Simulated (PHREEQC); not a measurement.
Consider water at 25 °C with 0.018 mol NH3 and 0.00068 mol CO2 per kg of water. Closed to the air; pH follows from the charge balance.

Computed with PHREEQC (ion-association model, wateq4f.dat).

This is a speciation only: nothing precipitates in the calculation.

### Question
Estimate the pH, ionic strength.

### Answer
pH 10.37; ionic strength 0.00169 mol/kgw.

### Question
In which forms is C present?

### Answer
CO3-2 56 %, HCO3- 44 % of the C.

Species that the database lacks are ignored.
